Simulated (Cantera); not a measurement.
Adiabatic ignition

An adiabatic, constant-volume homogeneous reactor starts with CH4 : CO : O2 : N2 = 1 : 0.058 : 2.47 : 9.3 (molar parts), equivalence ratio 0.82, at 1200 K and 10.0 bar.

Computed with Cantera and GRI-Mech 3.0 (53 species, 325 reactions).

```
t (s)     T (K)  P (bar)   x CH4     x CO    x O2    x HO2    x C2H2    x NO
--------  -----  -------  ------  -------  ------  -------  --------  ------
4.00e-6    1200     10.0  0.0780  0.00452   0.193  2.72e-8    <1e-12  <1e-12
1.49e-5    1200    10.00  0.0780  0.00452   0.193  9.71e-8    <1e-12  <1e-12
5.52e-5    1200    10.00  0.0780  0.00452   0.193  3.12e-7    <1e-12  <1e-12
0.000205   1200     10.0  0.0779  0.00452   0.193  7.40e-7    <1e-12  <1e-12
0.000761   1201     10.0  0.0779  0.00452   0.192  1.50e-6  1.97e-11  <1e-12
0.00283    1208     10.1  0.0769  0.00464   0.192  7.65e-6   4.95e-9  <1e-12
0.0105     2882     24.4  <1e-12   0.0158  0.0321  2.19e-5    <1e-12  0.0153
0.0390     2882     24.4  <1e-12   0.0158  0.0321  2.19e-5    <1e-12  0.0153
0.145      2882     24.4  <1e-12   0.0158  0.0321  2.19e-5    <1e-12  0.0153
0.538      2882     24.4  <1e-12   0.0158  0.0321  2.19e-5    <1e-12  0.0153
2.00       2882     24.4  <1e-12   0.0158  0.0321  2.19e-5    <1e-12  0.0153
```
x: mole fraction; the columns are a selection and need not sum to one.

time of steepest temperature rise: 4.44 ms
temperature at 2.00 s: 2882 K
equilibrium temperature: 2882 K
x(CH4) at 2.00 s: <1e-12 (gas-phase equilibrium <1e-12)
x(CO) at 2.00 s: 0.0158 (gas-phase equilibrium 0.0158)
x(O2) at 2.00 s: 0.0321 (gas-phase equilibrium 0.0321)
